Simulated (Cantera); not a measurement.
Charge: 1 mol Si3N4, 0.1 mol N2O, 110 mol H2, at 2.60e-6 bar.

Method: chemical equilibrium by Gibbs-energy minimisation in Cantera with the NASA 1993 tables (ideal gas, pure condensed phases). Candidate condensed phases: H2O, Si, SiO2, Si2N2O, Si3N4; 35 gas species. Rates play no part.

x: gas mole fraction; nothing condenses.

```tsv
T (°C)	x H	x H2	x Si	x N2	x SiO	x SiH
1477	0.131	0.827	0.0235	0.0170	0.000812	(withheld)
1527	0.194	0.766	0.0227	0.0165	0.000784	(withheld)
1577	0.277	0.685	0.0217	0.0157	0.000749	(withheld)
1627	0.377	0.587	0.0204	0.0148	0.000705	(withheld)
1677	0.491	0.476	0.0190	0.0138	0.000656	(withheld)
1727	0.607	0.362	0.0175	0.0127	0.000605	(withheld)
1777	0.714	0.258	0.0162	0.0117	0.000559	(withheld)
1827	0.801	0.172	0.0151	0.0109	0.000521	(withheld)
1877	0.865	0.109	0.0143	0.0103	0.000493	(withheld)
```

Problem. Fill in the missing entries.

Solution. 
- 1477, x SiH: 4.56e-5
- 1527, x SiH: 3.65e-5
- 1577, x SiH: 2.87e-5
- 1627, x SiH: 2.19e-5
- 1677, x SiH: 1.62e-5
- 1727, x SiH: 1.15e-5
- 1777, x SiH: 8.02e-6
- 1827, x SiH: 5.48e-6
- 1877, x SiH: 3.73e-6
